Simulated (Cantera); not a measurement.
Feed: 1 mol Al(CH3)3, 1.1 mol N2, equilibrated at 1425 K and 165 Torr.

Equilibrium computed with Cantera from the NASA thermochemical tables; the gas is ideal and each condensed phase is pure. Candidate condensed phases: Al, AlN, C, C6H6, C7H8, C8H18; 97 gas species. The feed counts by its element totals alone. Equilibrium is a limit: real reactors are often held back by kinetics, nucleation or transport.

**Question.** What is the equilibrium state?

**Answer.** 
| Quantity | Result |
|---|---|
| x(H2) | 0.882 |
| x(N2) | 0.118 |
| x(CH4) | 0.000644 |
| x(HCN) | 0.000195 |
| x(H) | 1.37e-5 |
| x(NH3) | 4.91e-6 |
| x(C2H2 (acetylene)) | 3.11e-6 |
| x(HNC) | 2.55e-6 |
| n(AlN(s)) | 1.00 mol |
| n(C(graphite)) | 3.00 mol |
| gas amount | 5.097 mol |
| log10 activity of Al(l) (absent) | -5.14 |
